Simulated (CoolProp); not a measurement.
Vapour-liquid equilibrium of isohexane (1) + n-hexane (2) at 0.121 MPa; x and y are mole fractions of (1).

The numbers come from the multi-fluid Helmholtz-energy mixture model, Lemmon 2006 and Thol 2019; pair parameters Bell 2016 in CoolProp.

**Question.** Give the bubble temperature and the first vapour's composition at x = 0.35, 0.5, 0.65. Is there an azeotrope?

**Answer.** x = 0.35: 344.2 K, y = 0.410; x = 0.5: 342.8 K, y = 0.562; x = 0.65: 341.6 K, y = 0.703. No azeotrope shows between x = 0.05 and 0.95.

The pair parameters rest on a limited set of measurements; away from them the model extrapolates.
